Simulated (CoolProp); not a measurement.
C2F6 (R116) at several states: fugacity coefficient from the reference equation and from simpler models built on Tc = 293.0 K, pc = 3.048 MPa, ω = 0.257; each cubic takes its own stable root.

Computed with CoolProp (reference Helmholtz-energy equation of state, Lemmon 2006). It is a short technical equation, of lower accuracy than the large ones.

| T (K) | p (MPa) | phase | reference |
|---|---|---|---|
| 313.1 | 6.52 | supercritical | 0.4925 |
| 278.7 | 2.29 | liquid | 0.6790 |
| 214.8 | 3.21 | liquid | 0.08719 |

Q: How far does each simpler model (Redlich-Kwong, Peng-Robinson) lie from the reference over these 3 states: mean and median of the absolute difference, and the worst?

A: 
- Redlich-Kwong: mean 17.2 %, median 4.4 %, worst +45.7 % at 214.8 K and 3.21 MPa
- Peng-Robinson: mean 2.3 %, median 2.3 %, worst -3.1 % at 313.1 K and 6.52 MPa
